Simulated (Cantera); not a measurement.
**Hydrocarbon pyrolysis for carbon deposition**

An isothermal, constant-pressure homogeneous reactor starts with C2H4 : H2 = 1 : 2.5 (molar parts), at 1850 K and 0.0263 atm.

Computed with Cantera and GRI-Mech 3.0 (53 species, 325 reactions). GRI-Mech 3.0 was tuned for natural gas; its chemistry of ethylene as a main component is partial and can be far from experiment. GRI-Mech 3.0 stops at C3 and has no aromatics, soot or wall deposition, so with more carbon than oxygen in the feed, carbon stays in small species such as C2H2 where larger ones or solid carbon would form. Radical loss at walls, strong at low pressure, is not modelled.

```
t (s)      x C2H4   x H2     x CH3     x C2H     x CH4       x H    x C2H6
--------  -------  -----  --------  --------  --------  --------  --------
3.00e-6     0.286  0.714  1.84e-11    <1e-12  4.83e-12   3.44e-7  2.49e-10
1.44e-5     0.285  0.714  5.65e-10  1.44e-11  1.99e-10   1.51e-6   3.95e-9
6.95e-5     0.282  0.715   1.16e-8  3.33e-10   1.52e-8   7.15e-6   2.99e-8
0.000334    0.266  0.719   7.68e-8   7.75e-9   5.92e-7   3.40e-5   1.15e-7
0.00161     0.191  0.735   2.40e-7   1.29e-7   1.03e-5  0.000120   2.44e-7
0.00775    0.0330  0.770   3.07e-7   5.68e-7   4.48e-5  0.000207   6.69e-8
0.0373    8.81e-5  0.776   2.12e-6   4.62e-6   5.45e-5   0.00150  5.34e-10
0.179     7.60e-5  0.775   5.32e-6   8.98e-6   7.03e-5   0.00292  5.18e-10
0.863     7.60e-5  0.775   1.19e-5   9.00e-6  0.000157   0.00293  7.01e-10
4.16      7.60e-5  0.775   2.48e-5   8.99e-6  0.000328   0.00293   1.47e-9
20.0      7.60e-5  0.775   2.61e-5   8.99e-6  0.000344   0.00293   1.57e-9
```
x: mole fraction; the columns are a selection and need not sum to one.

Equilibrium at this temperature and pressure: C2H4 7.60e-5, H2 0.775, CH3 2.61e-5, C2H 8.99e-6, CH4 0.000344, H 0.00293, C2H6 1.57e-9 (gas phase only).
